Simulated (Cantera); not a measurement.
An isothermal, constant-pressure homogeneous reactor starts with NO : N2 = 1 : 2.3 (molar parts), at 1525 K and 10.00 Torr. Integrator tolerance rtol = 1e-08.

Cantera simulation using GRI-Mech 3.0 (53 species, 325 reactions); the numbers are that mechanism's predictions, not measurements. Radical loss at walls, strong at low pressure, is not modelled.

What does this change do: temperature 1525 to 1925 K?


```json
[
 {"quantity": "x(NO) at 70.0 s", "before": "0.301 (gas-phase equilibrium 0.00122)", "after": "0.0568 (gas-phase equilibrium 0.00540)"},
 {"quantity": "x(NO2) at 70.0 s", "before": "1.59e-5 (gas-phase equilibrium 5.91e-7)", "after": "9.79e-6 (gas-phase equilibrium 1.03e-6)"},
 {"quantity": "x(O) at 70.0 s", "before": "3.37e-6 (gas-phase equilibrium 1.92e-5)", "after": "0.00113 (gas-phase equilibrium 0.00123)"},
 {"quantity": "x(N2) at 70.0 s", "before": "0.698 (gas-phase equilibrium 0.848)", "after": "0.820 (gas-phase equilibrium 0.845)"},
 {"quantity": "x(O2) at 70.0 s", "before": "0.00111 (gas-phase equilibrium 0.151)", "after": "0.122 (gas-phase equilibrium 0.148)"},
 {"quantity": "x(N2O) at 70.0 s", "before": "2.87e-5 (gas-phase equilibrium 8.89e-9)", "after": "8.65e-7 (gas-phase equilibrium 3.65e-8)"}
]
```

What does this change do: pressure from 10.00 Torr to 1.50 bar?


```tsv
quantity	before	after
x(NO) at 70.0 s	0.301 (gas-phase equilibrium 0.00122)	0.166 (gas-phase equilibrium 0.00122)
x(NO2) at 70.0 s	1.59e-5 (gas-phase equilibrium 5.91e-7)	0.000576 (gas-phase equilibrium 6.27e-6)
x(O) at 70.0 s	3.37e-6 (gas-phase equilibrium 1.92e-5)	1.22e-6 (gas-phase equilibrium 1.81e-6)
x(N2) at 70.0 s	0.698 (gas-phase equilibrium 0.848)	0.765 (gas-phase equilibrium 0.848)
x(O2) at 70.0 s	0.00111 (gas-phase equilibrium 0.151)	0.0679 (gas-phase equilibrium 0.151)
x(N2O) at 70.0 s	2.87e-5 (gas-phase equilibrium 8.89e-9)	9.71e-6 (gas-phase equilibrium 9.43e-8)
```
